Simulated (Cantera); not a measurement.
Input (Python, Cantera) and output of one run.

```python
import numpy as np
import cantera as ct

gas_names = [...]  # 151 gases of nasa_gas.yaml made of C, H, N, O, Si
cond_names = """
    C(gr) C6H6(L) C7H8(L) C8H18(L),n-octa H2O(s) H2O(L) Si(cr) Si(L) SiC(b) SiO2(Lqz) SiO2(hqz) SiO2(L)
    Si2N2O(s) Si3N4(a)
""".split()


# ... load() reads the species with a 1 bar reference pressure and builds the phases ...
atoms = {
    'HMDSO': {'Si': 2, 'C': 6, 'H': 18, 'O': 1},
    'O2': {'O': 2},
    'N2': {'N': 2},
}
top_T = {'C(gr)': 4500, 'SiC(b)': 3050, 'Si2N2O(s)': 2100, 'Si3N4(a)': 2400}  # K; cautious upper limits of use, not melting points


# ... equilibrate(T, P, feed) seeds the gas with the atoms and calls Mixture.equilibrate('TP', solver="vcs", rtol=1e-11, max_steps=5000) ...
results = []
feed = {'HMDSO': 1, 'O2': 0.52, 'N2': 180}  # mol
P = 13332.2  # Pa
for T in [1350, 1400, 1450, 1500, 1550, 1600, 1650, 1700, 1750]:
    mix = equilibrate(T, P, feed)
    results.append((T, P, feed, dict(zip(mix.species_names, mix.species_moles))))

top = {s: max(r[3][s] / sum(r[3][g] for g in gas_names) for r in results) for s in gas_names}
cols = sorted((s for s in top if top[s] > 1e-05), key=lambda s: -top[s])[:5]
seen = [c for c in cond_names if any(r[3].get(c, 0) > 1e-12 for r in results)]
print("log10 of partial pressures in bar; condensed amounts in mol")
print(f"{'T/K':>10s}" + "".join(f"{s[:9]:>10s}" for s in cols + seen))
for T, P, feed, n in results:
    ng = sum(n[g] for g in gas_names)
    print(f"{T:10.4g}" + "".join(f"{np.log10(max(n[s] / ng * P / 1e5, 1e-99)):10.3f}" for s in cols)
          + "".join(f"{n.get(c, 0):10.4g}" for c in seen))
```

It prints:

```
log10 of partial pressures in bar; condensed amounts in mol
       T/K        N2        H2        CO       HCN         H     C(gr)    SiC(b) Si2N2O(s)
      1350    -0.899    -2.198    -3.135    -5.035    -6.722     4.946         0         1
      1400    -0.899    -2.198    -3.135    -4.853    -6.412      4.94         0         1
      1450    -0.899    -2.198    -3.135    -4.683    -6.123      4.93         0    0.9999
      1500    -0.899    -2.199    -3.135    -4.525    -5.854     4.917         0    0.9998
      1550    -0.899    -2.199    -3.135    -4.377    -5.601     4.899         0    0.9995
      1600    -0.899    -2.200    -3.135    -4.238    -5.364     4.877         0    0.9986
      1650    -0.901    -2.205    -2.848    -4.112    -5.144     1.859     1.993         0
      1700    -0.901    -2.206    -2.848    -3.990    -4.935     1.824     1.992         0
      1750    -0.901    -2.207    -2.849    -3.875    -4.737      1.78      1.99         0
```

Equilibrium computed with Cantera from the NASA thermochemical tables; the gas is ideal and each condensed phase is pure. The feed counts by its element totals alone. N2 is the only nitrogen source here; it is nearly inert below about 1500 K, so the nitride shown seldom forms there in practice.
